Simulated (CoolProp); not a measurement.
Saturation properties of octamethyltrisiloxane (MDM) (Tc = 565.4 K, pc = 1.438 MPa, ω = 0.528).

The numbers come from the reference Helmholtz-energy equation of state, Thol 2017 in CoolProp.

| T (K) | p (MPa) | liquid density (kg/m³) | vapour density (kg/m³) | surface tension (mN/m) |
|---|---|---|---|---|
| 267.7 | 5.073e-5 | 845.5 | 0.005392 | 19.4 |
| 278.9 | 0.0001266 | 834.4 | 0.01292 | 18.4 |
| 290.1 | 0.0002893 | 823.3 | 0.02839 | 17.3 |
| 301.2 | 0.0006081 | 812.2 | 0.05752 | 16.3 |
| 312.4 | 0.001203 | 800.9 | 0.1098 | 15.3 |
| 323.6 | 0.002239 | 789.4 | 0.1977 | 14.3 |
| 334.8 | 0.003954 | 777.8 | 0.3382 | 13.4 |
| 345.9 | 0.006628 | 766.2 | 0.5506 | 12.4 |
| 357.1 | 0.01071 | 754.2 | 0.8652 | 11.5 |
| 368.3 | 0.01665 | 742.1 | 1.312 | 10.6 |
| 379.4 | 0.02497 | 729.8 | 1.924 | 9.72 |
| 390.6 | 0.03645 | 717.1 | 2.753 | 8.87 |

It boils at 425.6 K under 1 atm.

Surface tension comes from a separate correlation (Mulero 2014), older than this fluid's equation and unchecked against measurements.
